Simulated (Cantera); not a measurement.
## Ignition delay

Mixture: CH₄ : H₂ : O₂ : N₂ = 1 : 0.85 : 1.52 : 5.7 (molar parts), at 1.10 bar, adiabatic and at constant volume. Ignition delay is the time to a rise of 400 K.

Computed with Cantera and GRI-Mech 3.0 (53 species, 325 reactions).

| T0 (K) | delay (ms) |
|---|---|
| 1125 | 2.46 |
| 1200 | 1.27 |
| 1275 | 0.690 |
| 1350 | 0.395 |
| 1425 | 0.238 |
| 1500 | 0.151 |
| 1575 | 0.100 |
| 1650 | 0.0690 |
| 1725 | 0.0490 |

```json
{
  "apparent activation energy between 1575 and 1725 K": "110 kJ/mol"
}
```
